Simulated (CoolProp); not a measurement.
Dodecamethylcyclohexasiloxane (D6) along the isobar 14.2 bar: Z from the reference equation and from simpler models built on Tc = 372.6 °C, pc = 9.614 bar, ω = 0.736; each cubic takes its own stable root.

Values from CoolProp's reference Helmholtz-energy equation of state, Colonna 2008. It is a short technical equation, of lower accuracy than the large ones.

| T (°C) | phase | reference | van der Waals | Redlich-Kwong | Soave-Redlich-Kwong |
|---|---|---|---|---|---|
| 142.75 | liquid | 0.2168 | 0.3703 | 0.2568 | 0.2370 |
| 146.95 | liquid | 0.2159 | 0.3680 | 0.2555 | 0.2356 |
| 151.15 | liquid | 0.2150 | 0.3659 | 0.2543 | 0.2343 |
| 155.35 | liquid | 0.2141 | 0.3637 | 0.2531 | 0.2330 |
| 159.45 | liquid | 0.2133 | 0.3617 | 0.2520 | 0.2318 |
| 163.65 | liquid | 0.2125 | 0.3597 | 0.2509 | 0.2306 |
| 167.85 | liquid | 0.2117 | 0.3578 | 0.2499 | 0.2295 |
| 172.05 | liquid | 0.2110 | 0.3559 | 0.2490 | 0.2284 |
| 176.25 | liquid | 0.2103 | 0.3541 | 0.2480 | 0.2274 |
| 180.45 | liquid | 0.2096 | 0.3523 | 0.2472 | 0.2264 |
| 184.65 | liquid | 0.2090 | 0.3507 | 0.2463 | 0.2255 |
| 188.75 | liquid | 0.2084 | 0.3491 | 0.2456 | 0.2246 |
| 192.95 | liquid | 0.2079 | 0.3475 | 0.2449 | 0.2238 |
| 197.15 | liquid | 0.2073 | 0.3460 | 0.2442 | 0.2230 |
| 201.35 | liquid | 0.2069 | 0.3445 | 0.2435 | 0.2223 |
| 205.55 | liquid | 0.2064 | 0.3431 | 0.2430 | 0.2217 |
